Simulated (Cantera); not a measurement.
A closed system holds: 1 mol AlCl₃, 21 mol N₂, at 1423 K and 0.660 bar.

These are equilibrium values from Cantera (NASA tables, ideal gas, pure condensed phases), not measurements of a reactor. Candidate condensed phases: Al, AlCl₃, AlN; 11 gas species. The tables' values for AlCl₂ are old estimates; treat these amounts as uncertain. Equilibrium is a limit: real reactors are often held back by kinetics, nucleation or transport.

Base state: N₂ 0.955, AlCl₃ 0.0454, AlCl₂ 1.84e-5, Cl 1.82e-5 (mole fractions); condensed: gas only.

Question: What changes in the equilibrium state with this change: temperature from 1423 K to 1925 K?

Answer: 
| species | before | after |
|---|---|---|
| N₂ | 0.955 | 0.953 |
| AlCl₃ | 0.0454 | 0.0434 |
| Cl | 1.82e-5 | 0.00206 |
| AlCl | 7.87e-8 | 0.000161 |
| AlCl₂ | 1.84e-5 | 0.00175 |
